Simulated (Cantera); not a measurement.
Cantera with NASA thermochemical tables; ideal gases at 1 bar, condensed phases pure. Values are per mole of reaction as written; species without (g) are pure solids or liquids, kept so even where they would boil at 1 bar.

0.8 Ta + O2(g) → 0.4 Ta2O5

| T (K) | ΔH° (kJ) | ΔS° (J/K) | ΔG° (kJ) | log10 K | condensed phases |
|---|---|---|---|---|---|
| 300 | ___ | ___ | ___ | ___ | Ta(s), Ta2O5(s) |
| 2348 | -734.7 | -128.1 | -433.9 | 9.65 | Ta(s), Ta2O5(l) |
| 2398 | ___ | ___ | ___ | ___ | Ta(s), Ta2O5(l) |
| 2448 | ___ | ___ | ___ | ___ | Ta(s), Ta2O5(l) |
| 2498 | -730.0 | -126.2 | -414.8 | 8.67 | Ta(s), Ta2O5(l) |
| 2548 | -728.5 | -125.6 | -408.5 | 8.37 | Ta(s), Ta2O5(l) |
| 2598 | -727.0 | -125.0 | -402.3 | 8.09 | Ta(s), Ta2O5(l) |
| 2648 | -725.5 | -124.4 | -396.0 | 7.81 | Ta(s), Ta2O5(l) |
| 2698 | -724.0 | -123.9 | -389.8 | 7.55 | Ta(s), Ta2O5(l) |

**Question.** Fill in the missing entries.

**Answer.** 
- 300, ΔH° (kJ): -818.4
- 300, ΔS° (J/K): -181.0
- 300, ΔG° (kJ): -764.1
- 300, log10 K: 133.04
- 2398, ΔH° (kJ): -733.1
- 2398, ΔS° (J/K): -127.5
- 2398, ΔG° (kJ): -427.5
- 2398, log10 K: 9.31
- 2448, ΔH° (kJ): -731.6
- 2448, ΔS° (J/K): -126.8
- 2448, ΔG° (kJ): -421.1
- 2448, log10 K: 8.99
